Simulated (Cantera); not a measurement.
Input (Python, Cantera):

```python
import numpy as np
import cantera as ct

gas = ct.Solution("gri30.yaml")
gas.TPX = 1725, 1100000, {'H2': 1, 'O2': 0.962, 'N2': 3.62}
reactor = ct.IdealGasReactor(gas, energy="on", clone=False)
net = ct.ReactorNet([reactor])
net.rtol, net.atol = 1e-08, 1e-16
show = ['H2', 'O2', 'O', 'NO', 'OH', 'H2O2', 'N2O']
times = np.geomspace(7e-06, 8, 15)

steps = ct.SolutionArray(gas, extra=["t"])
rows = []
print(f"{'t/s':>10s}{'T/K':>9s}{'P/Pa':>11s}" + "".join(f"{s:>11s}" for s in show))
for t in times:
    while net.time < t:
        t_next = net.step()
        steps.append(gas.state, t=t_next)
    rows.append([np.interp(t, steps.t, y) for y in (steps.T, steps.P, *steps(*show).X.T)])
    print(f"{t:10.3e}{rows[-1][0]:9.1f}{rows[-1][1]:11.4g}" + "".join(f"{x:11.3e}" for x in rows[-1][2:]))
rate = np.gradient(steps.T, steps.t)
print("integrator steps:", len(steps.t))
if steps.T.max() > steps.T[0] + 200:
    print(f"time of steepest temperature rise: {steps.t[rate.argmax()]:.4e} s")
gas.TPX = 1725, 1100000, {'H2': 1, 'O2': 0.962, 'N2': 3.62}
gas.equilibrate("UV")
print(f"equilibrium (UV): T = {gas.T:.1f} K  " + "  ".join(f"{s} {gas[s].X[0]:.3e}" for s in show))
```

Output:

```
       t/s      T/K       P/Pa         H2         O2          O         NO         OH       H2O2        N2O
 7.000e-06   2974.2  1.753e+06  5.978e-03  8.236e-02  7.144e-03  1.659e-03  2.562e-02  3.475e-06  4.937e-06
 1.896e-05   2969.6   1.75e+06  5.945e-03  8.107e-02  6.980e-03  4.551e-03  2.529e-02  3.425e-06  4.927e-06
 5.135e-05   2959.6  1.743e+06  5.874e-03  7.827e-02  6.634e-03  1.080e-02  2.458e-02  3.319e-06  4.972e-06
 1.391e-04   2945.4  1.734e+06  5.775e-03  7.432e-02  6.162e-03  1.960e-02  2.359e-02  3.169e-06  5.175e-06
 3.767e-04   2938.1  1.729e+06  5.726e-03  7.231e-02  5.929e-03  2.406e-02  2.309e-02  3.093e-06  5.332e-06
 1.020e-03   2937.6  1.729e+06  5.723e-03  7.219e-02  5.915e-03  2.434e-02  2.306e-02  3.089e-06  5.343e-06
 2.763e-03   2937.6  1.729e+06  5.723e-03  7.219e-02  5.915e-03  2.434e-02  2.306e-02  3.089e-06  5.343e-06
 7.483e-03   2937.6  1.729e+06  5.723e-03  7.219e-02  5.915e-03  2.434e-02  2.306e-02  3.089e-06  5.343e-06
 2.027e-02   2937.6  1.729e+06  5.723e-03  7.219e-02  5.915e-03  2.434e-02  2.306e-02  3.089e-06  5.343e-06
 5.489e-02   2937.6  1.729e+06  5.723e-03  7.219e-02  5.915e-03  2.434e-02  2.306e-02  3.089e-06  5.343e-06
 1.487e-01   2937.6  1.729e+06  5.723e-03  7.219e-02  5.915e-03  2.434e-02  2.306e-02  3.089e-06  5.343e-06
 4.027e-01   2937.6  1.729e+06  5.723e-03  7.219e-02  5.915e-03  2.434e-02  2.306e-02  3.089e-06  5.343e-06
 1.091e+00   2937.6  1.729e+06  5.723e-03  7.219e-02  5.915e-03  2.434e-02  2.306e-02  3.089e-06  5.343e-06
 2.954e+00   2937.6  1.729e+06  5.723e-03  7.219e-02  5.915e-03  2.434e-02  2.306e-02  3.089e-06  5.343e-06
 8.000e+00   2937.6  1.729e+06  5.723e-03  7.219e-02  5.915e-03  2.434e-02  2.306e-02  3.089e-06  5.343e-06
integrator steps: 1090
time of steepest temperature rise: 7.0784e-07 s
equilibrium (UV): T = 2937.6 K  H2 5.723e-03  O2 7.219e-02  O 5.915e-03  NO 2.434e-02  OH 2.306e-02  H2O2 3.089e-06  N2O 5.343e-06
```

Model: GRI-Mech 3.0 (53 species, 325 reactions), integrated in Cantera. The hydrogen kinetics of GRI-Mech 3.0 are dated; newer H2 mechanisms differ, most at raised pressure.
